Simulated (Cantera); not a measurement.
**Thermodynamics of carbon deposition, reforming and gasification, feed C2H6 + H2O + H2**

Charge: 1 mol C2H6, 0.21 mol H2O, a varied amount of H2, at 1 atm.

Equilibrium computed with Cantera from the NASA thermochemical tables; the gas is ideal and each condensed phase is pure. Candidate condensed phases: C, C6H6, C7H8, C8H18, H2O; 110 gas species. The numbers say what is thermodynamically allowed, not how fast it happens.

Stable condensed phases:

```
T in K \ n(H2) in mol
         0.37 0.52 0.75  1.1  1.5  2.2  3.1  4.4  6.3    9   13   18   26
   1900     A    A    A    A    A    A    A    A    A    A    A    A    A
   1800     A    A    A    A    A    A    A    A    A    A    A    A    A
   1700     A    A    A    A    A    A    A    A    A    A    A    A    A
   1600     A    A    A    A    A    A    A    A    A    A    A    A    A
   1500     A    A    A    A    A    A    A    A    A    A    A    A    A
   1400     A    A    A    A    A    A    A    A    A    A    A    A    A
   1300     A    A    A    A    A    A    A    A    A    A    A    A    A
   1200     A    A    A    A    A    A    A    A    A    A    A    A    A
   1100     A    A    A    A    A    A    A    A    A    A    A    A    A
   1000     A    A    A    A    A    A    A    A    A    A    A    A    B
    900     A    A    A    A    A    A    A    A    A    B    B    B    B
    800     A    A    A    A    A    A    A    B    B    B    B    B    B
```

A: C; B: gas only.
